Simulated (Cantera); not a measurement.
Gas-phase reforming

An isothermal, constant-pressure homogeneous reactor starts with 12.7 % CH4, 87.3 % H2O, at 1675 K and 7500 Torr.

Computed with Cantera and GRI-Mech 3.0 (53 species, 325 reactions).

| t (s) | x CH4 | x H2O | x OH | x H | x H2 | x CH2CO |
|---|---|---|---|---|---|---|
| 0.000300 | 0.117 | 0.868 | 5.53e-6 | 1.94e-6 | 0.00975 | 1.68e-6 |
| 0.000773 | 0.104 | 0.858 | 5.05e-6 | 3.85e-6 | 0.0273 | 1.32e-5 |
| 0.00199 | 0.0843 | 0.837 | 4.47e-6 | 6.74e-6 | 0.0581 | 3.28e-5 |
| 0.00514 | 0.0601 | 0.808 | 3.95e-6 | 1.02e-5 | 0.0989 | 4.46e-5 |
| 0.0132 | 0.0396 | 0.767 | 3.45e-6 | 1.37e-5 | 0.146 | 4.21e-5 |
| 0.0341 | 0.0294 | 0.713 | 2.87e-6 | 1.65e-5 | 0.197 | 2.60e-5 |
| 0.0879 | 0.0237 | 0.653 | 2.33e-6 | 1.84e-5 | 0.249 | 9.89e-6 |
| 0.227 | 0.0145 | 0.604 | 1.97e-6 | 1.99e-5 | 0.294 | 2.20e-6 |
| 0.584 | 0.00494 | 0.574 | 1.78e-6 | 2.08e-5 | 0.324 | 2.25e-7 |
| 1.51 | 0.000504 | 0.563 | 1.72e-6 | 2.12e-5 | 0.336 | 7.57e-9 |
| 3.88 | 2.15e-6 | 0.562 | 1.73e-6 | 2.15e-5 | 0.337 | 2.63e-11 |
| 10.0 | 2.82e-7 | 0.562 | 1.73e-6 | 2.15e-5 | 0.337 | 3.70e-12 |
x: mole fraction; the columns are a selection and need not sum to one.

Equilibrium at this temperature and pressure: CH4 3.00e-7, H2O 0.562, OH 1.73e-6, H 2.15e-5, H2 0.337, CH2CO 3.94e-12 (gas phase only).
